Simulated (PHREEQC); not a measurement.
Solution (20 °C): 160 mmol/kgw HCl, 2.3 mmol/kgw CuSO4 and 0.048 mmol/kgw MgSO4. Closed to the air; pH follows from the charge balance.

Equilibrium calculation in PHREEQC: ion-association model, phreeqc.dat.

Task: The ionic strength comes out as 0.165 mol/kgw. What activity coefficients do Cu+2, Mg+2, CuCl+, Cl-, SO4-2 get?

Result: Cu+2 0.35, Mg+2 0.36, CuCl+ 0.73, Cl- 0.73, SO4-2 0.32.

Precipitation was switched off in this run.
